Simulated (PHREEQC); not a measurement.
**Acid mine or pickling water: an equilibrium model**

Model water analysis in mmol/kgw, 25 °C, pH 3.66, pe 11.6:

| constituent | mmol/kgw |
|---|---|
| Na | 7.65 |
| K | 0.0677 |
| Ca | 2.86 |
| Mg | 24.1 |
| Cl | 11.4 |
| S(6) | 26 |
| N(5) | 0.154 |
| Cu(2) | 0.0067 |
| Zn | 0.399 |
| Pb | 0.029 |
| Fe(3) | 0.0255 |

Valence states are taken as typed.

Equilibrium calculation in PHREEQC: ion-association model, wateq4f.dat.

Precipitation was switched off in this run.

### Question
Estimate the ionic strength.

### Answer
ionic strength 0.0740 mol/kgw.

### Question
In which forms is Mg present?

### Answer
Mg+2 61 %, MgSO4 39 % of the Mg.

Examples of supersaturated solids here: Jarosite-K, Anglesite. Others may be too.
